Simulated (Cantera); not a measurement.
**Equilibrium for halide evaporation, hydrolysis and transport: LiCl + H2O + H2**

Feed: 1 mol LiCl, 18 mol H2O, 0.21 mol H2, held at 3.83 Torr.

These are equilibrium values from Cantera (NASA tables, ideal gas, pure condensed phases), not measurements of a reactor. Candidate condensed phases: H2O, Li, LiCl, LiH, LiOH, Li2O; 25 gas species. Kinetics and transport are ignored.

```tsv
T (K)	x H2O	x H2	x LiCl	x OH	x O2	x H	x Li2Cl2	x LiOH	x HCl	n LiCl(s)	n Li2O(s)
825	0.987	0.0115	0.000335	<1e-12	<1e-12	1.19e-11	0.000705	2.75e-6	1.04e-5	0.965	5.91e-5
975	0.954	0.0111	0.0161	2.63e-10	<1e-12	1.69e-9	0.0173	0.000129	0.000139	0	0
1125	0.941	0.0110	0.0428	2.91e-8	8.36e-12	6.52e-8	0.00443	0.000565	0.000568	0	0
1275	0.936	0.0109	0.0498	1.07e-6	4.38e-9	1.08e-6	0.000481	0.00128	0.00128	0	0
1425	0.935	0.0109	0.0496	1.87e-5	6.21e-7	9.99e-6	6.57e-5	0.00231	0.00231	0	0
1575	0.933	0.0111	0.0483	0.000187	3.37e-5	6.12e-5	1.26e-5	0.00369	0.00369	0	0
1725	0.928	0.0128	0.0465	0.00118	0.000696	0.000294	3.15e-6	0.00541	0.00536	0	0
1875	0.910	0.0209	0.0441	0.00450	0.00411	0.00133	9.45e-7	0.00737	0.00721	0	0
2025	0.869	0.0391	0.0409	0.0124	0.0117	0.00533	3.21e-7	0.00931	0.00905	0	0
2175	0.794	0.0692	0.0366	0.0277	0.0245	0.0180	1.16e-7	0.0107	0.0106	0	0
```
x: gas mole fraction; n: condensed amount in mol.

At 825 K the condensed part is LiCl(s) + Li2O(s). From 975 K to 2175 K nothing is condensed. The main Li-bearing gas is Li2Cl2 at 825 K and LiCl at 2175 K.
